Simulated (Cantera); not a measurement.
An adiabatic, constant-volume homogeneous reactor starts with CH3OH : O2 : N2 = 1 : 2.34 : 9.61 (molar parts), at 1800 K and 5.00 bar. Integrator tolerance rtol = 1e-08.

Cantera simulation using GRI-Mech 3.0 (53 species, 325 reactions); the numbers are that mechanism's predictions, not measurements. GRI-Mech 3.0 was tuned for natural gas; its chemistry of methanol as a main component is partial and can be far from experiment.

What does this change do: constant pressure in place of constant volume?


```tsv
quantity	before	after
time of steepest temperature rise	6.30 µs	7.55 µs
temperature at 8.00 s	2915 K	2756 K
equilibrium temperature	2915 K	2756 K
x(CH3OH) at 8.00 s	<1e-12 (gas-phase equilibrium <1e-12)	<1e-12 (gas-phase equilibrium <1e-12)
x(O2) at 8.00 s	0.0554 (gas-phase equilibrium 0.0554)	0.0562 (gas-phase equilibrium 0.0562)
x(H2O) at 8.00 s	0.127 (gas-phase equilibrium 0.127)	0.132 (gas-phase equilibrium 0.132)
x(CO2) at 8.00 s	0.0537 (gas-phase equilibrium 0.0537)	0.0590 (gas-phase equilibrium 0.0590)
x(OH) at 8.00 s	0.0207 (gas-phase equilibrium 0.0207)	0.0165 (gas-phase equilibrium 0.0165)
x(C2H) at 8.00 s	<1e-12 (gas-phase equilibrium <1e-12)	<1e-12 (gas-phase equilibrium <1e-12)
```

What does this change do: N2 9.61 to 15 parts?


```json
[
 {"quantity": "time of steepest temperature rise", "before": "6.30 µs", "after": "7.79 µs"},
 {"quantity": "temperature at 8.00 s", "before": "2915 K", "after": "2733 K"},
 {"quantity": "equilibrium temperature", "before": "2915 K", "after": "2733 K"},
 {"quantity": "x(CH3OH) at 8.00 s", "before": "<1e-12 (gas-phase equilibrium <1e-12)", "after": "<1e-12 (gas-phase equilibrium <1e-12)"},
 {"quantity": "x(O2) at 8.00 s", "before": "0.0554 (gas-phase equilibrium 0.0554)", "after": "0.0390 (gas-phase equilibrium 0.0390)"},
 {"quantity": "x(H2O) at 8.00 s", "before": "0.127 (gas-phase equilibrium 0.127)", "after": "0.0960 (gas-phase equilibrium 0.0960)"},
 {"quantity": "x(CO2) at 8.00 s", "before": "0.0537 (gas-phase equilibrium 0.0537)", "after": "0.0435 (gas-phase equilibrium 0.0435)"},
 {"quantity": "x(OH) at 8.00 s", "before": "0.0207 (gas-phase equilibrium 0.0207)", "after": "0.0108 (gas-phase equilibrium 0.0108)"},
 {"quantity": "x(C2H) at 8.00 s", "before": "<1e-12 (gas-phase equilibrium <1e-12)", "after": "<1e-12 (gas-phase equilibrium <1e-12)"}
]
```
